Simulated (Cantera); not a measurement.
Feed: 1 mol B₂H₆, 4.8 mol NH₃, 0.2 mol N₂, at 1.60 mbar.

These are equilibrium values from Cantera (NASA tables, ideal gas, pure condensed phases), not measurements of a reactor. Candidate condensed phases: B, BN; 15 gas species. The feed counts by its element totals alone. Mutual solubility and eutectic melting of coexisting phases are not modelled. Rates play no part.

Task: What share of the B ends up in condensed phases as a function of T (K), at 1748, 1798, 1848, 1898, 1948, 1998, 2048, 2098, 2148, 2198, 2248, 2298, 2348, 2398?

Result: 
| T (K) | B condensed (%) | as |
|---|---|---|
| 1748 | 100.0 | BN(s) |
| 1798 | 100.0 | BN(s) |
| 1848 | 100.0 | BN(s) |
| 1898 | 100.0 | BN(s) |
| 1948 | 99.9 | BN(s) |
| 1998 | 99.8 | BN(s) |
| 2048 | 99.6 | B(s) + BN(s) |
| 2098 | 99.3 | B(s) |
| 2148 | 98.9 | B(s) |
| 2198 | 98.2 | B(s) |
| 2248 | 96.9 | B(s) |
| 2298 | 94.5 | B(s) |
| 2348 | 90.3 | B(s) |
| 2398 | 83.5 | B(l) |
